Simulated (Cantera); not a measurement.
# TiO2 + CH4 + H2 (carbothermic reduction)

A closed system holds: 1 mol TiO2, 1.3 mol CH4, 0.46 mol H2, at 1.00 Torr.

Cantera equilibrium calculation (NASA polynomials, part measured and part estimated; ideal gas, pure solids and liquids). Candidate condensed phases: C, C6H6, C7H8, C8H18, H2O, Ti, TiC, TiO, TiO2, Ti2O3, Ti3O5, Ti4O7; 113 gas species. Mutual solubility and eutectic melting of coexisting phases are not modelled. TiC, TiO: taken at fixed stoichiometry. Condensed phases not in the tables: solid solutions among these carbides, nitrides and lower oxides. The numbers say what is thermodynamically allowed, not how fast it happens.

| T (K) | x H2 | x CO | x H | x Ti | x TiO | n TiC(s) | n TiO(l) |
|---|---|---|---|---|---|---|---|
| 2100 | 0.662 | 0.263 | 0.0694 | 0.00321 | 0.00234 | 0.143 | 0.833 |
| 2125 | 0.649 | 0.262 | 0.0802 | 0.00526 | 0.00330 | 0.138 | 0.824 |
| 2150 | 0.635 | 0.260 | 0.0920 | 0.00850 | 0.00460 | 0.131 | 0.810 |
| 2175 | 0.617 | 0.258 | 0.105 | 0.0136 | 0.00637 | 0.119 | 0.790 |
| 2200 | 0.594 | 0.256 | 0.119 | 0.0215 | 0.00874 | 0.0996 | 0.759 |
| 2225 | 0.566 | 0.255 | 0.133 | 0.0337 | 0.0119 | 0.0685 | 0.711 |
| 2250 | 0.530 | 0.253 | 0.148 | 0.0523 | 0.0161 | 0.0177 | 0.636 |
x: gas mole fraction; n: condensed amount in mol.

From 2100 K to 2250 K the condensed part is TiC(s) + TiO(l). The main Ti-bearing gas is Ti throughout. The share of Ti in condensed phases is highest at 2100 K (97.6 %) and lowest at 2250 K (65.4 %).
